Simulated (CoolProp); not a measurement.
A closed Brayton cycle with carbon dioxide: compressor inlet 328.15 K and 9.3 MPa, high pressure 18.2 MPa, turbine inlet 830 K, compressor efficiency 0.89, turbine efficiency 0.93, recuperator effectiveness 0.9 (on enthalpy, no pinch check). Each further row changes one setting.

Model: reference Helmholtz-energy equation of state, Span 1996, in CoolProp.

```csv
case,thermal efficiency (%),net work (kJ/kg),compressor to turbine work,compressor exit (K),turbine exit (K)
as stated,31.8,64.9,0.31,380.0,745.8
turbine inlet 780 K,30.5,58.6,0.33,380.0,698.9
compressor inlet 338.15 K,31.4,60.3,0.36,395.1,745.8
high pressure 15.5 MPa,29.0,51.1,0.30,367.5,765.6
recuperator effectiveness 0.5,17.2,64.9,0.31,380.0,745.8
```
